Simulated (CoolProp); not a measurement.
n-hexane along the isobar 0.68 MPa: fugacity coefficient from the reference equation and from simpler models built on Tc = 234.7 °C, pc = 3.044 MPa, ω = 0.300; each cubic takes its own stable root.

Model: reference Helmholtz-energy equation of state, Thol 2019, in CoolProp.

```json
[
 {"T (°C)": "-25.55", "phase": "liquid", "reference": "0.001983", "van der Waals": "0.1074", "Redlich-Kwong": "0.007390", "Soave-Redlich-Kwong": "0.001934", "Peng-Robinson": "0.002110"},
 {"T (°C)": "12.75", "phase": "liquid", "reference": "0.01740", "van der Waals": "0.2607", "Redlich-Kwong": "0.04655", "Soave-Redlich-Kwong": "0.01713", "Peng-Robinson": "0.01776"},
 {"T (°C)": "51.05", "phase": "liquid", "reference": "0.08254", "van der Waals": "0.5074", "Redlich-Kwong": "0.1687", "Soave-Redlich-Kwong": "0.08253", "Peng-Robinson": "0.08303"},
 {"T (°C)": "89.35", "phase": "liquid", "reference": "0.2603", "van der Waals": "0.8476", "Redlich-Kwong": "0.4284", "Soave-Redlich-Kwong": "0.2640", "Peng-Robinson": "0.2612"},
 {"T (°C)": "127.65", "phase": "liquid", "reference": "0.6176", "van der Waals": "0.8842", "Redlich-Kwong": "0.8529", "Soave-Redlich-Kwong": "0.6321", "Peng-Robinson": "0.6201"},
 {"T (°C)": "165.95", "phase": "gas", "reference": "0.8719", "van der Waals": "0.9065", "Redlich-Kwong": "0.8864", "Soave-Redlich-Kwong": "0.8787", "Peng-Robinson": "0.8702"},
 {"T (°C)": "204.35", "phase": "gas", "reference": "0.9044", "van der Waals": "0.9234", "Redlich-Kwong": "0.9104", "Soave-Redlich-Kwong": "0.9076", "Peng-Robinson": "0.8994"},
 {"T (°C)": "242.65", "phase": "gas", "reference": "0.9269", "van der Waals": "0.9365", "Redlich-Kwong": "0.9282", "Soave-Redlich-Kwong": "0.9288", "Peng-Robinson": "0.9211"}
]
```

At some of these states van der Waals gives the other phase, because its saturation line lies elsewhere.
